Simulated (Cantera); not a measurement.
Charge: 1 mol Al, 15 mol CO, 230 mol N2, 0.12 mol H2O, equilibrated at 923.15 K and 3.10 mbar.

Equilibrium computed with Cantera from the NASA thermochemical tables; the gas is ideal and each condensed phase is pure. Candidate condensed phases: Al, AlN, Al2O3, C, C6H6, C7H8, C8H18, H2O; 148 gas species. The numbers say what is thermodynamically allowed, not how fast it happens.

Base state: N2 0.944, CO 0.0558, H2 0.000492, CO2 3.04e-5 (mole fractions); condensed: Al2O3(s) + C(graphite).

Task: What changes in the equilibrium state with this change: pressure from 3.10 mbar to 0.160 bar?

Result: 
| species | before | after |
|---|---|---|
| N2 | 0.944 | 0.945 |
| CO | 0.0558 | 0.0531 |
| CO2 | 3.04e-5 | 0.00142 |
| H2 | 0.000492 | 0.000487 |
| Al2O3(s), mol | 0.500 | 0.500 |
| C(graphite), mol | 1.39 | 1.73 |
